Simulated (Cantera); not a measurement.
Feed: 1 mol SiH₂Cl₂, 0.54 mol O₃, 1.3 mol H₂, equilibrated at 525 °C and 10.0 mbar.

These are equilibrium values from Cantera (NASA tables, ideal gas, pure condensed phases), not measurements of a reactor. Candidate condensed phases: H₂O, Si, SiO₂; 30 gas species. The numbers say what is thermodynamically allowed, not how fast it happens.

Base state: H₂ 0.540, HCl 0.399, SiCl₄ 0.0610, SiHCl₃ 7.29e-5 (mole fractions); condensed: SiO₂(α-quartz).

Problem. What changes in the equilibrium state with this change: temperature from 525 °C to 925 °C?

Solution. 
| species | before | after |
|---|---|---|
| H₂ | 0.540 | 0.532 |
| HCl | 0.399 | 0.407 |
| SiCl₄ | 0.0610 | 0.0530 |
| SiCl₂ | <1e-9 | 0.00228 |
| SiCl₃ | 6.62e-7 | 0.00369 |
| SiO₂(α-quartz), mol | 0.810 | 0 |
| SiO₂(β-quartz), mol | 0 | 0.810 |
The tables' values for SiCl₃ are old estimates; treat these amounts as uncertain. The tables hold silica as quartz up to 1696 K and as liquid above; real silica turns to tridymite and cristobalite and melts near 1996 K.
